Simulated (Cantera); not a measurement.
A perfectly stirred reactor is fed with CH4 : CO : O2 : N2 = 1 : 0.059 : 1.84 : 6.94 (molar parts), at 7500 Torr; it is adiabatic with a 800 K inlet, and is followed from long to short residence time, starting on the burning branch (τ in s: 0.33, 0.11, 0.036, 0.012, 0.004, 0.0013, 0.00045, 0.00015, 4.9e-05).

Model: GRI-Mech 3.0 (53 species, 325 reactions), integrated in Cantera.

Problem. What does this change do: pressure from 7500 Torr to 248 Torr?

Solution. 
| quantity | before | after |
|---|---|---|
| blow-out, bracketed by the residence times tried | burning at 49.0 µs, the shortest tried | burning at 0.150 ms, out at 49.0 µs |
| x(CH4) at τ = 0.330 s | 1.24e-7 | 9.41e-7 |
| x(CO) at τ = 0.330 s | 0.0312 | 0.0381 |
| x(O2) at τ = 0.330 s | 0.00127 | 0.00581 |
| x(C2H4) at τ = 0.330 s | <1e-12 | 9.67e-12 |
| x(H) at τ = 0.330 s | 0.00109 | 0.00420 |
| x(CH4) at τ = 4.00 ms | 8.69e-6 | 4.04e-5 |
| x(CO) at τ = 4.00 ms | 0.0316 | 0.0446 |
| x(O2) at τ = 4.00 ms | 0.00173 | 0.0127 |
| x(C2H4) at τ = 4.00 ms | 1.65e-9 | 7.73e-9 |
| x(H) at τ = 4.00 ms | 0.00124 | 0.0107 |

Problem. What does this change do: inlet temperature 800 to 598 K?

Solution. 
| quantity | before | after |
|---|---|---|
| blow-out, bracketed by the residence times tried | burning at 49.0 µs, the shortest tried | burning at 49.0 µs, the shortest tried |
| x(CH4) at τ = 0.330 s | 1.24e-7 | 3.61e-7 |
| x(CO) at τ = 0.330 s | 0.0312 | 0.0286 |
| x(O2) at τ = 0.330 s | 0.00127 | 0.000437 |
| x(C2H4) at τ = 0.330 s | <1e-12 | 3.19e-12 |
| x(H) at τ = 0.330 s | 0.00109 | 0.000612 |
| x(CH4) at τ = 4.00 ms | 8.69e-6 | 1.84e-5 |
| x(CO) at τ = 4.00 ms | 0.0316 | 0.0293 |
| x(O2) at τ = 4.00 ms | 0.00173 | 0.00102 |
| x(C2H4) at τ = 4.00 ms | 1.65e-9 | 8.51e-9 |
| x(H) at τ = 4.00 ms | 0.00124 | 0.000850 |
